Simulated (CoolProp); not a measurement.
The numbers come from the reference Helmholtz-energy equation of state, Thol 2019 in CoolProp.

Give the vapour pressure (kPa), vapour density (kg/m³), enthalpy of vaporisation (kJ/kg), surface tension (mN/m) of saturated n-pentane at 380.5, 408, 421.8 K.


| T (K) | p (kPa) | vapour density (kg/m³) | enthalpy of vaporisation (kJ/kg) | surface tension (mN/m) |
|---|---|---|---|---|
| 380.5 | 697 | 19.2 | 288 | 6.84 |
| 408 | 1210 | 34.4 | 250 | 4.28 |
| 421.8 | 1550 | 45.9 | 226 | 3.10 |

Surface tension comes from a separate correlation (Mulero 2012).
